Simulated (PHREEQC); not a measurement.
**Nickel, zinc or cadmium bath: speciation**

A solution holds 0.0014 mol CdCl2, 0.044 mol NaCl and 0.062 mol HCl per kg of water, at 25 °C. It is in equilibrium with CO2 at log p = -3.4 (atm). Otherwise closed; pH follows from the charge balance.

Equilibrium calculation in PHREEQC: ion-association model, phreeqc.dat.

No solid was allowed to form.

Q: What pH, specific conductance, density does the model give?

A: pH 1.29; specific conductance 26600 µS/cm; density 1.000 g/cm³.

Q: In which forms is Cd present?

A: CdCl+ 65 %, Cd+2 18 %, CdCl2 17 %, CdCl3- 1.1 % of the Cd.

Complexes and solids missing from the database can't appear.
